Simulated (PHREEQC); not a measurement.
## Metal-bearing waste water

Consider water at 25 °C with 15 mmol/kgw FeSO4, 0.13 mmol/kgw CaCl2, 11 mmol/kgw NaF and 1.7 mmol/kgw NaCl. Closed to the air; pH follows from the charge balance.

Equilibrium calculation in PHREEQC: ion-association model, phreeqc.dat.

Each row changes one thing in this solution. This is a speciation only: nothing precipitates in the calculation.

```json
[
 {"case": "as made", "pH": "6.45", "ionic strength (mol/kgw)": "0.0549", "SO4-2 (mol/kgw)": "0.0106", "F- (mol/kgw)": "0.0104", "Fe+2 (mol/kgw)": "0.0104", "FeSO4 (mol/kgw)": "0.00409", "SI of Fluorite (CaF2)": "+2.09", "SI of Gypsum (CaSO4:2H2O)": "-2.11"},
 {"case": "diluted 10-fold with water", "pH": "6.45", "ionic strength (mol/kgw)": "0.00662", "SO4-2 (mol/kgw)": "0.00133", "F- (mol/kgw)": "0.00109", "Fe+2 (mol/kgw)": "0.00133", "FeSO4 (mol/kgw)": "0.000161", "SI of Fluorite (CaF2)": "-0.48", "SI of Gypsum (CaSO4:2H2O)": "-3.52"},
 {"case": "CaCl2 from 0.00013 to 0.000117 mol/kgw", "pH": "6.45", "ionic strength (mol/kgw)": "0.0549", "SO4-2 (mol/kgw)": "0.0106", "F- (mol/kgw)": "0.0104", "Fe+2 (mol/kgw)": "0.0104", "FeSO4 (mol/kgw)": "0.00409", "SI of Fluorite (CaF2)": "+2.04", "SI of Gypsum (CaSO4:2H2O)": "-2.15"},
 {"case": "NaCl from 0.0017 to 0.00085 mol/kgw", "pH": "6.45", "ionic strength (mol/kgw)": "0.0540", "SO4-2 (mol/kgw)": "0.0106", "F- (mol/kgw)": "0.0104", "Fe+2 (mol/kgw)": "0.0104", "FeSO4 (mol/kgw)": "[?]", "SI of Fluorite (CaF2)": "+2.09", "SI of Gypsum (CaSO4:2H2O)": "-2.10"},
 {"case": "diluted 2-fold with water", "pH": "6.43", "ionic strength (mol/kgw)": "0.0293", "SO4-2 (mol/kgw)": "0.00572", "F- (mol/kgw)": "[?]", "Fe+2 (mol/kgw)": "0.00566", "FeSO4 (mol/kgw)": "0.00167", "SI of Fluorite (CaF2)": "+1.34", "SI of Gypsum (CaSO4:2H2O)": "-2.50"}
]
```

Q: Fill in the missing entries.

A: 
- NaCl from 0.0017 to 0.00085 mol/kgw, FeSO4 (mol/kgw): 0.00411
- diluted 2-fold with water, F- (mol/kgw): 0.00532

Some of these states are supersaturated (in Fluorite, for instance). Fluoro complexes past AlF4- and FeF3 are missing from the database.
